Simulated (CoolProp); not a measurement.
Model: reference Helmholtz-energy equation of state, Lemmon 2006, in CoolProp. It is a short technical equation, of lower accuracy than the large ones.

### Question
For CH3F (R41), give the phase and the cp (kJ/(kg K)) at 408.4 K and 0.327 MPa; 376.2 K and 4.56 MPa; 223.7 K and 0.123 MPa.

### Answer
- 408.4 K and 0.327 MPa: gas; cp 1.33
- 376.2 K and 4.56 MPa: gas; cp 1.68
- 223.7 K and 0.123 MPa: gas; cp 1.12
